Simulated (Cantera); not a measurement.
A perfectly stirred reactor is fed with C3H8 : H2 = 1 : 35 (molar parts), at 0.000500 bar; it is held at 1850 K, and followed from long to short residence time.

Cantera simulation using GRI-Mech 3.0 (53 species, 325 reactions); the numbers are that mechanism's predictions, not measurements. GRI-Mech 3.0 was tuned for natural gas; its chemistry of propane as a main component is partial and can be far from experiment. GRI-Mech 3.0 stops at C3 and has no aromatics, soot or wall deposition, so with more carbon than oxygen in the feed, carbon stays in small species such as C2H2 where larger ones or solid carbon would form. Radical loss at walls, strong at low pressure, is not modelled.

**Question.** What does this change do: H2 35 to 130 parts?

**Answer.** 
```
quantity                  before     after
----------------------  --------  --------
x(C3H8) at τ = 0.670 s   3.08e-5   9.82e-6
x(H2) at τ = 0.670 s       0.943     0.979
x(CH4) at τ = 0.670 s     0.0214   0.00899
x(CH2) at τ = 0.670 s    1.28e-5   4.53e-6
x(H) at τ = 0.670 s      0.00595   0.00492
x(C3H8) at τ = 52.0 ms  0.000362  0.000125
x(H2) at τ = 52.0 ms       0.935     0.978
x(CH4) at τ = 52.0 ms     0.0321    0.0104
x(CH2) at τ = 52.0 ms    2.25e-5   5.70e-6
x(H) at τ = 52.0 ms      0.00693   0.00490
```
